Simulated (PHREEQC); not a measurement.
Consider water at 25 °C with 0.17 mol HF and 0.00018 mol (NH4)2SiF6 per kg of water. Closed to the air; pH follows from the charge balance.

The numbers come from PHREEQC with the ion-association model, wateq4f.dat.

Task: The ionic strength comes out as 0.0113 mol/kgw. What activity coefficients do H+, SiF6-2, HF2-, NH4+, F- get?

Result: H+ 0.91, SiF6-2 0.65, HF2- 0.90, NH4+ 0.90, F- 0.90.

Precipitation was switched off in this run. wateq4f.dat counts part of the HF as a dimer, H2F2, which phreeqc.dat doesn't know; its constant is uncertain. SiF6-2 is the database's only silicon fluoride.
